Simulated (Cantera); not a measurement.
Input (Python, Cantera):

```python
import numpy as np
import cantera as ct

gas = ct.Solution("gri30.yaml")
gas.TPX = 1525, 1333, {'C2H6': 1, 'H2': 69}
reactor = ct.IdealGasConstPressureReactor(gas, energy="off", clone=False)
net = ct.ReactorNet([reactor])
net.rtol, net.atol = 1e-08, 1e-18
show = ['C2H6', 'H2', 'CH3', 'H', 'C2H']
times = np.geomspace(2e-05, 200, 15)

steps = ct.SolutionArray(gas, extra=["t"])
rows = []
print(f"{'t/s':>10s}{'T/K':>9s}{'P/Pa':>11s}" + "".join(f"{s:>11s}" for s in show))
for t in times:
    while net.time < t:
        t_next = net.step()
        steps.append(gas.state, t=t_next)
    rows.append([np.interp(t, steps.t, y) for y in (steps.T, steps.P, *steps(*show).X.T)])
    print(f"{t:10.3e}{rows[-1][0]:9.1f}{rows[-1][1]:11.4g}" + "".join(f"{x:11.3e}" for x in rows[-1][2:]))
rate = np.gradient(steps.T, steps.t)
print("integrator steps:", len(steps.t))
if steps.T.max() > steps.T[0] + 200:
    print(f"time of steepest temperature rise: {steps.t[rate.argmax()]:.4e} s")
gas.TPX = 1525, 1333, {'C2H6': 1, 'H2': 69}
gas.equilibrate("TP")
print(f"equilibrium (TP): T = {gas.T:.1f} K  " + "  ".join(f"{s} {gas[s].X[0]:.3e}" for s in show))
```

Output:

```
       t/s      T/K       P/Pa       C2H6         H2        CH3          H        C2H
 2.000e-05   1525.0       1333  1.425e-02  9.857e-01  5.934e-05  7.717e-06  1.557e-20
 6.325e-05   1525.0       1333  1.416e-02  9.856e-01  1.435e-04  5.659e-05  4.085e-17
 2.000e-04   1525.0       1333  1.360e-02  9.851e-01  2.726e-04  2.871e-04  1.185e-13
 6.325e-04   1525.0       1333  9.920e-03  9.828e-01  7.537e-04  8.877e-04  5.776e-11
 2.000e-03   1525.0       1333  9.619e-04  9.765e-01  7.705e-04  1.900e-03  3.965e-09
 6.325e-03   1525.0       1333  4.289e-06  9.766e-01  4.291e-04  1.330e-03  1.063e-08
 2.000e-02   1525.0       1333  2.350e-06  9.771e-01  2.703e-04  8.390e-04  1.035e-08
 6.325e-02   1525.0       1333  1.458e-06  9.775e-01  1.763e-04  5.503e-04  7.632e-09
 2.000e-01   1525.0       1333  7.695e-07  9.779e-01  1.021e-04  3.220e-04  4.580e-09
 6.325e-01   1525.0       1333  4.070e-07  9.781e-01  6.264e-05  2.002e-04  2.906e-09
 2.000e+00   1525.0       1333  3.375e-07  9.784e-01  5.538e-05  1.824e-04  2.737e-09
 6.325e+00   1525.0       1333  2.865e-07  9.790e-01  5.114e-05  1.840e-04  3.008e-09
 2.000e+01   1525.0       1333  1.823e-07  9.805e-01  4.102e-05  1.883e-04  3.665e-09
 6.325e+01   1525.0       1333  6.619e-08  9.827e-01  2.481e-05  1.956e-04  4.732e-09
 2.000e+02   1525.0       1333  1.423e-08  9.845e-01  1.100e-05  2.020e-04  5.645e-09
integrator steps: 1188
equilibrium (TP): T = 1525.0 K  C2H6 3.639e-09  H2 9.854e-01  CH3 4.122e-06  H 2.048e-04  C2H 6.089e-09
```

Computed with Cantera and GRI-Mech 3.0 (53 species, 325 reactions). GRI-Mech 3.0 stops at C3 and has no aromatics, soot or wall deposition, so with more carbon than oxygen in the feed, carbon stays in small species such as C2H2 where larger ones or solid carbon would form. Radical loss at walls, strong at low pressure, is not modelled.
